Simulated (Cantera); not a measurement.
A closed system holds: 1 mol HMDSO, a varied amount of NO, held at 1527 °C and 173 Torr.

Cantera equilibrium calculation (NASA polynomials, part measured and part estimated; ideal gas, pure solids and liquids). Candidate condensed phases: C, C6H6, C7H8, C8H18, H2O, Si, SiC, SiO2, Si2N2O, Si3N4; 151 gas species. The feed counts by its element totals alone. Mutual solubility and eutectic melting of coexisting phases are not modelled. The numbers say what is thermodynamically allowed, not how fast it happens.

log p: log10 of the partial pressure in bar; n: condensed amount in mol.

```csv
n(NO) (mol),log p H2,log p CO,log p N2,log p SiO,n C(graphite),n SiC(s),n Si2N2O(s)
0.34,-0.71,-1.54,-2.44,-3.79,2.66,1.99,0
0.51,-0.72,-1.49,-2.27,-3.75,2.49,1.99,0
0.76,-0.73,-1.44,-2.11,-3.70,2.24,1.99,0
1.1,-0.75,-1.38,-1.97,?,1.90,1.99,0
1.7,-0.78,-1.31,-1.81,?,1.31,1.99,0
2.5,-0.82,-1.24,-1.68,?,0.513,1.98,0
3.7,-0.87,-1.18,-1.59,?,0,1.57,0.148
```

Complete the blanks.


- 1.1, log p SiO: -3.64
- 1.7, log p SiO: -3.56
- 2.5, log p SiO: -3.49
- 3.7, log p SiO: -2.70
